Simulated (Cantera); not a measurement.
A closed system holds: 1 mol Si₂Cl₆, 0.27 mol Cl₂, 6.5 mol N₂.

Method: chemical equilibrium by Gibbs-energy minimisation in Cantera with the NASA 1993 tables (ideal gas, pure condensed phases). Candidate condensed phases: Si, Si₃N₄; 13 gas species. The feed counts by its element totals alone. N₂ is the only nitrogen source here; it is nearly inert below about 1500 K, so the nitride shown seldom forms there in practice. The tables' values for SiCl₃ are old estimates. Rates play no part.

Stable condensed phases, one row left out:

```
T in °C \ P in Pa
            100    230    540   1300   2900   6800  16000  37000  86000 200000
   1100       A      A      B      B      B      B      B      B      B      B
   1050       A      B      B      B      B      B      B      B      B      B
    950       B      B      B      B      B      B      B      B      B      B
    900       B      B      B      B      B      B      B      B      B      B
    850       B      B      B      B      B      B      B      B      B      B
    800       B      B      B      B      B      B      B      B      B      B
    750       B      B      B      B      B      B      B      B      B      B
    700       B      B      B      B      B      B      B      B      B      B
    650       B      B      B      B      B      B      B      B      B      B
    600       B      B      B      B      B      B      B      B      B      B
```

A: gas only; B: Si₃N₄.

Problem. Give the row for 1000 °C.

Solution. 100: Si₃N₄; 230: Si₃N₄; 540: Si₃N₄; 1300: Si₃N₄; 2900: Si₃N₄; 6800: Si₃N₄; 16000: Si₃N₄; 37000: Si₃N₄; 86000: Si₃N₄; 200000: Si₃N₄.
